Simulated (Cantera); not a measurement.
An adiabatic, constant-volume homogeneous reactor starts with H2 : O2 : N2 : H2O = 1 : 0.278 : 1.04 : 0.57 (molar parts), at 1200 K and 24.7 atm. Integrator tolerance rtol = 1e-08.

Cantera simulation using the H2/O2 subset of GRI-Mech 3.0, which has no nitrogen chemistry; the numbers are that mechanism's predictions, not measurements. The hydrogen kinetics of GRI-Mech 3.0 are dated; newer H2 mechanisms differ, most at raised pressure. The pressure lies above the range GRI-Mech 3.0 was tuned for (to about 10 atm).

### Question
What does this change do: constant pressure in place of constant volume?

### Answer
```csv
quantity,before,after
time of steepest temperature rise,0.144 ms,0.154 ms
temperature at 3.00 s,2705 K,2464 K
equilibrium temperature,2705 K,2464 K
x(H2) at 3.00 s,0.169 (gas-phase equilibrium 0.169),0.169 (gas-phase equilibrium 0.169)
x(O2) at 3.00 s,2.82e-5 (gas-phase equilibrium 2.82e-5),6.47e-6 (gas-phase equilibrium 6.47e-6)
x(H2O) at 3.00 s,0.428 (gas-phase equilibrium 0.428),0.430 (gas-phase equilibrium 0.430)
x(H2O2) at 3.00 s,1.72e-7 (gas-phase equilibrium 1.72e-7),3.56e-8 (gas-phase equilibrium 3.56e-8)
x(H) at 3.00 s,0.00336 (gas-phase equilibrium 0.00336),0.00178 (gas-phase equilibrium 0.00178)
x(HO2) at 3.00 s,1.62e-7 (gas-phase equilibrium 1.62e-7),2.49e-8 (gas-phase equilibrium 2.49e-8)
x(O) at 3.00 s,2.76e-5 (gas-phase equilibrium 2.76e-5),6.19e-6 (gas-phase equilibrium 6.19e-6)
```

### Question
What does this change do: H2 1 to 0.42 parts?

### Answer
```csv
quantity,before,after
time of steepest temperature rise,0.144 ms,0.224 ms
temperature at 3.00 s,2705 K,2557 K
equilibrium temperature,2705 K,2557 K
x(H2) at 3.00 s,0.169 (gas-phase equilibrium 0.169),0.00294 (gas-phase equilibrium 0.00294)
x(O2) at 3.00 s,2.82e-5 (gas-phase equilibrium 2.82e-5),0.0314 (gas-phase equilibrium 0.0314)
x(H2O) at 3.00 s,0.428 (gas-phase equilibrium 0.428),0.463 (gas-phase equilibrium 0.463)
x(H2O2) at 3.00 s,1.72e-7 (gas-phase equilibrium 1.72e-7),4.54e-6 (gas-phase equilibrium 4.54e-6)
x(H) at 3.00 s,0.00336 (gas-phase equilibrium 0.00336),0.000252 (gas-phase equilibrium 0.000252)
x(HO2) at 3.00 s,1.62e-7 (gas-phase equilibrium 1.62e-7),2.25e-5 (gas-phase equilibrium 2.25e-5)
x(O) at 3.00 s,2.76e-5 (gas-phase equilibrium 2.76e-5),0.000487 (gas-phase equilibrium 0.000487)
```

### Question
What does this change do: H2 1 to 0.56 parts?

### Answer
| quantity | before | after |
|---|---|---|
| time of steepest temperature rise | 0.144 ms | 0.191 ms |
| temperature at 3.00 s | 2705 K | 2785 K |
| equilibrium temperature | 2705 K | 2785 K |
| x(H2) at 3.00 s | 0.169 (gas-phase equilibrium 0.169) | 0.0185 (gas-phase equilibrium 0.0185) |
| x(O2) at 3.00 s | 2.82e-5 (gas-phase equilibrium 2.82e-5) | 0.00574 (gas-phase equilibrium 0.00574) |
| x(H2O) at 3.00 s | 0.428 (gas-phase equilibrium 0.428) | 0.490 (gas-phase equilibrium 0.490) |
| x(H2O2) at 3.00 s | 1.72e-7 (gas-phase equilibrium 1.72e-7) | 3.27e-6 (gas-phase equilibrium 3.27e-6) |
| x(H) at 3.00 s | 0.00336 (gas-phase equilibrium 0.00336) | 0.00147 (gas-phase equilibrium 0.00147) |
| x(HO2) at 3.00 s | 1.62e-7 (gas-phase equilibrium 1.62e-7) | 1.11e-5 (gas-phase equilibrium 1.11e-5) |
| x(O) at 3.00 s | 2.76e-5 (gas-phase equilibrium 2.76e-5) | 0.000540 (gas-phase equilibrium 0.000540) |
